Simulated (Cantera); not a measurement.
Cantera run, input and output.

```python
import numpy as np
import cantera as ct

gas = ct.Solution("gri30.yaml")


def delay(T, t_max=10):
    gas.TPX = T, 720000, {'CH4': 1, 'O2': 4.88, 'N2': 18.3}
    reactor = ct.IdealGasConstPressureReactor(gas, clone=False)
    net = ct.ReactorNet([reactor])
    net.rtol, net.atol = 1e-8, 1e-16
    while net.time < t_max:
        t_old, T_old = net.time, reactor.T
        net.step()
        if reactor.T > T + 400:  # ignition: a rise of 400 K
            return t_old + (T + 400 - T_old) / (reactor.T - T_old) * (net.time - t_old)
    return np.nan


taus = []
for T in [1175, 1225, 1275, 1325, 1375, 1425, 1475, 1525]:
    taus.append(delay(T))
    print(f"T0 = {T:6g} K   tau = {taus[-1]:.4e} s")
```

Result:

```
T0 =   1175 K   tau = 6.3474e-03 s
T0 =   1225 K   tau = 3.3530e-03 s
T0 =   1275 K   tau = 1.8392e-03 s
T0 =   1325 K   tau = 1.0430e-03 s
T0 =   1375 K   tau = 6.1019e-04 s
T0 =   1425 K   tau = 3.6775e-04 s
T0 =   1475 K   tau = 2.2813e-04 s
T0 =   1525 K   tau = 1.4557e-04 s
```

Detailed kinetics in Cantera: GRI-Mech 3.0 (53 species, 325 reactions).
